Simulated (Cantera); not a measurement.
A freely propagating, adiabatic, planar premixed flame of H₂ : O₂ : N₂ = 1 : 0.294 : 1.11 (molar parts), equivalence ratio 1.7, unburnt at 500 K and 0.133 bar; mixture-averaged transport, grid criteria slope 0.08 and curve 0.16, no radiation.

Computed with Cantera and the H2/O2 subset of GRI-Mech 3.0, which has no nitrogen chemistry. Burning velocities carry a grid error of a few per cent, more on coarse grids.

Problem. How do the results move with these cheaper or finer settings: unity-Lewis-number transport; multicomponent transport; multicomponent+Soret transport; grid criteria slope 0.5, curve 1; grid criteria slope 0.25, curve 0.5; grid criteria slope 0.03, curve 0.06?

Solution. 
```
setting                               laminar burning velocity  thermal thickness  peak x(H₂O₂)  peak x(H)  grid points
------------------------------------  ------------------------  -----------------  ------------  ---------  -----------
as above                                              511 cm/s            5.77 mm       2.52e-6      0.127          145
unity-Lewis-number transport                          309 cm/s            4.74 mm       1.41e-6      0.128          131
multicomponent transport                              497 cm/s            5.78 mm       2.54e-6      0.126          145
multicomponent+Soret transport                        479 cm/s            5.69 mm       2.62e-6      0.125          145
grid criteria slope 0.5, curve 1                      620 cm/s            7.90 mm       1.93e-6      0.128           48
grid criteria slope 0.25, curve 0.5                   539 cm/s            6.64 mm       2.18e-6      0.127           75
grid criteria slope 0.03, curve 0.06                  503 cm/s            5.59 mm       2.62e-6      0.126          312
```
Unity Lewis numbers drop preferential diffusion, which matters most where H2 and H carry the flame; Soret adds thermal diffusion.
